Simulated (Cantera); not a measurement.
An adiabatic, constant-volume homogeneous reactor starts with CH4 : H2 : O2 : N2 : CO2 = 1 : 0.032 : 1.44 : 5.41 : 0.57 (molar parts), at 1450 K and 101000 Pa. Integrator tolerance rtol = 1e-08.

Detailed kinetics in Cantera: GRI-Mech 3.0 (53 species, 325 reactions).

**Question.** What does this change do: initial temperature 1450 to 1175 K?

**Answer.** 
| quantity | before | after |
|---|---|---|
| time of steepest temperature rise | 2.01 ms | 56.1 ms |
| temperature at 0.100 s | 2804 K | 2701 K |
| equilibrium temperature | 2804 K | 2701 K |
| x(CH4) at 0.100 s | <1e-12 (gas-phase equilibrium <1e-12) | <1e-12 (gas-phase equilibrium <1e-12) |
| x(H2) at 0.100 s | 0.0384 (gas-phase equilibrium 0.0384) | 0.0361 (gas-phase equilibrium 0.0361) |
| x(O2) at 0.100 s | 0.00452 (gas-phase equilibrium 0.00452) | 0.00212 (gas-phase equilibrium 0.00212) |
| x(NO2) at 0.100 s | 6.73e-7 (gas-phase equilibrium 6.73e-7) | 3.24e-7 (gas-phase equilibrium 3.24e-7) |
| x(H2O) at 0.100 s | 0.170 (gas-phase equilibrium 0.170) | 0.179 (gas-phase equilibrium 0.179) |
| x(CH2) at 0.100 s | <1e-12 (gas-phase equilibrium <1e-12) | <1e-12 (gas-phase equilibrium <1e-12) |

**Question.** What does this change do: 0.011 parts C2H6 added?

**Answer.** 
| quantity | before | after |
|---|---|---|
| time of steepest temperature rise | 2.01 ms | 1.44 ms |
| temperature at 0.100 s | 2804 K | 2802 K |
| equilibrium temperature | 2804 K | 2802 K |
| x(CH4) at 0.100 s | <1e-12 (gas-phase equilibrium <1e-12) | <1e-12 (gas-phase equilibrium <1e-12) |
| x(H2) at 0.100 s | 0.0384 (gas-phase equilibrium 0.0384) | 0.0408 (gas-phase equilibrium 0.0408) |
| x(O2) at 0.100 s | 0.00452 (gas-phase equilibrium 0.00452) | 0.00394 (gas-phase equilibrium 0.00394) |
| x(NO2) at 0.100 s | 6.73e-7 (gas-phase equilibrium 6.73e-7) | 5.87e-7 (gas-phase equilibrium 5.87e-7) |
| x(H2O) at 0.100 s | 0.170 (gas-phase equilibrium 0.170) | 0.170 (gas-phase equilibrium 0.170) |
| x(CH2) at 0.100 s | <1e-12 (gas-phase equilibrium <1e-12) | <1e-12 (gas-phase equilibrium <1e-12) |
